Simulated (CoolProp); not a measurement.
Model: reference Helmholtz-energy equation of state, Thol 2022, in CoolProp.

### Question
For vinyl chloride, give the phase and the cp (kJ/(kg K)), cv (kJ/(kg K)), Joule-Thomson coefficient (K/MPa) at 430 K and 0.187 MPa; 430 K and 0.383 MPa.

### Answer
- 430 K and 0.187 MPa: gas; cp 1.10, cv 0.959, Joule-Thomson coefficient 9.57
- 430 K and 0.383 MPa: gas; cp 1.11, cv 0.961, Joule-Thomson coefficient 9.69
